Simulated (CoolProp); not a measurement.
Model: reference Helmholtz-energy equation of state, Zhou 2012, in CoolProp.

**Question.** For p-xylene, give the phase and the cp (kJ/(kg K)), Joule-Thomson coefficient (K/MPa) at 620 K and 39.2 bar; 620 K and 88.3 bar.

**Answer.** 
- 620 K and 39.2 bar: supercritical; cp 5.46, Joule-Thomson coefficient 7.38
- 620 K and 88.3 bar: supercritical; cp 2.94, Joule-Thomson coefficient 0.701
